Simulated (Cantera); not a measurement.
An adiabatic, constant-volume homogeneous reactor starts with CO : H₂ : O₂ : N₂ = 1 : 0.048 : 0.624 : 2.35 (molar parts), at 1525 K and 1.01 bar. Integrator tolerance rtol = 1e-08.

Computed with Cantera and GRI-Mech 3.0 (53 species, 325 reactions).

```csv
quantity,before,after
time of steepest temperature rise,67.1 µs,64.6 µs
temperature at 8.00 s,2856 K,2733 K
equilibrium temperature,2856 K,2733 K
x(CO) at 8.00 s,0.0999 (gas-phase equilibrium 0.0999),0.0873 (gas-phase equilibrium 0.0873)
x(H₂) at 8.00 s,0.000656 (gas-phase equilibrium 0.000656),0.000603 (gas-phase equilibrium 0.000603)
x(O₂) at 8.00 s,0.0602 (gas-phase equilibrium 0.0602),0.0572 (gas-phase equilibrium 0.0572)
x(NO) at 8.00 s,0.0190 (gas-phase equilibrium 0.0190),0.0156 (gas-phase equilibrium 0.0156)
x(NO₂) at 8.00 s,8.64e-6 (gas-phase equilibrium 8.64e-6),5.84e-6 (gas-phase equilibrium 5.84e-6)
x(CO₂) at 8.00 s,0.169 (gas-phase equilibrium 0.169),0.184 (gas-phase equilibrium 0.184)
```

Question: Which change was made?
(A) initial temperature 1525 to 1423 K
(B) initial temperature 1525 to 1623 K
(C) pressure from 1.01 bar to 28.0 bar
(D) constant pressure in place of constant volume

Answer: D, constant pressure in place of constant volume
